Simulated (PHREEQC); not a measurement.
Synthetic water in mmol/kgw, 91 °C, pH 3.4, pe 10.9:

| constituent | mmol/kgw |
|---|---|
| Na | 2.41 |
| K | 0.582 |
| Ca | 0.836 |
| Mg | 0.32 |
| Cl | 1.92 |
| S(6) | 2.11 |
| Cu(2) | 0.00505 |
| B | 0.0466 |

Na is adjusted to close the charge balance.
Valence states are taken as typed.

All values are PHREEQC results (ion-association model, wateq4f.dat), not measurements.

This is a speciation only: nothing precipitates in the calculation.

**Question.** Estimate the ionic strength.

**Answer.** ionic strength 0.00773 mol/kgw.

**Question.** In which forms is Ca present?

**Answer.** Ca+2 82 %, CaSO4 18 % of the Ca.

Species that the database lacks are ignored. Constants without temperature data keep their 25 °C values here.
